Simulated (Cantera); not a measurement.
A closed system holds: 1 mol Si, a varied amount of CO₂, 22 mol H₂, held at 1200 °C and 1000 Pa.

These are equilibrium values from Cantera (NASA tables, ideal gas, pure condensed phases), not measurements of a reactor. Candidate condensed phases: C, C₆H₆, C₇H₈, C₈H₁₈, H₂O, Si, SiC, SiO₂; 123 gas species. Mutual solubility and eutectic melting of coexisting phases are not modelled. The tables hold silica as quartz up to 1696 K and as liquid above; real silica turns to tridymite and cristobalite and melts near 1996 K. The numbers say what is thermodynamically allowed, not how fast it happens.

### Question
At 1.1 mol CO₂, list the 4 most abundant gas species with their mole fractions, and the condensed phases.

### Answer
H₂ 0.954, CO 0.0376, SiO 0.00863, H 0.000124. Condensed: SiC(s) + SiO₂(β-quartz).
